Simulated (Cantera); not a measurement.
What does this Cantera script print?

```python
import numpy as np
import cantera as ct

gas_names = """
    H HNO HNO2 HNO3 HO2 H2 H2O H2O2 N NH NH2 NH3 NH2OH NO NO2 NO3 N2 N2H2 N2H4 N2O O OH O2 O3 Zr ZrN ZrO
    ZrO2
""".split()
cond_names = """
    H2O(s) H2O(L) Zr(a) Zr(b) Zr(L) ZrN(s) ZrN(L) ZrO2(a) ZrO2(b) ZrO2(L)
""".split()


# ... load() reads the species with a 1 bar reference pressure and builds the phases ...
atoms = {
    'Zr': {'Zr': 1},
    'N2O': {'N': 2, 'O': 1},
    'H2': {'H': 2},
}
top_T = {}  # K; cautious upper limits of use, not melting points


# ... equilibrate(T, P, feed) seeds the gas with the atoms and calls Mixture.equilibrate('TP', solver="vcs", rtol=1e-11, max_steps=5000) ...
results = []
T = 2050  # K
P = 95  # Pa
for m in [0.24, 0.3, 0.37, 0.46, 0.57, 0.71, 0.88, 1.1, 1.4, 1.7]:
    feed = {'Zr': 1, 'N2O': m, 'H2': 13}  # mol
    mix = equilibrate(T, P, feed)
    results.append((T, P, feed, dict(zip(mix.species_names, mix.species_moles))))

top = {s: max(r[3][s] / sum(r[3][g] for g in gas_names) for r in results) for s in gas_names}
cols = sorted((s for s in top if top[s] > 0.001), key=lambda s: -top[s])[:6]
seen = [c for c in cond_names if any(r[3].get(c, 0) > 1e-12 for r in results)]
print("log10 of partial pressures in bar; condensed amounts in mol")
print(f"{'n(N2O)':>10s}" + "".join(f"{s[:9]:>10s}" for s in cols + seen))
for T, P, feed, n in results:
    ng = sum(n[g] for g in gas_names)
    print(f"{feed['N2O']:10.4g}" + "".join(f"{np.log10(max(n[s] / ng * P / 1e5, 1e-99)):10.3f}" for s in cols)
          + "".join(f"{n.get(c, 0):10.4g}" for c in seen))
```

Result:

```
log10 of partial pressures in bar; condensed amounts in mol
    n(N2O)        H2        N2         H     Zr(b)    ZrN(s)   ZrO2(b)
      0.24    -3.054    -9.054    -4.171     0.399      0.48    0.1191
       0.3    -3.054    -9.054    -4.171     0.249       0.6    0.1491
      0.37    -3.054    -9.054    -4.171   0.07405      0.74    0.1841
      0.46    -3.057    -5.279    -4.173         0      0.77    0.2298
      0.57    -3.061    -4.831    -4.175         0     0.715    0.2848
      0.71    -3.067    -4.576    -4.178         0    0.6451    0.3548
      0.88    -3.074    -4.393    -4.181         0    0.5601    0.4398
       1.1    -3.083    -4.238    -4.186         0    0.4501    0.5498
       1.4    -3.094    -4.094    -4.191         0    0.3001    0.6998
       1.7    -3.105    -3.991    -4.197         0    0.1501    0.8498
```

Cantera equilibrium calculation (NASA polynomials, part measured and part estimated; ideal gas, pure solids and liquids). Mutual solubility and eutectic melting of coexisting phases are not modelled. ZrN: taken at fixed stoichiometry. Condensed phases not in the tables: solid solutions among these carbides, nitrides and lower oxides, N, O or C dissolved in the metal.
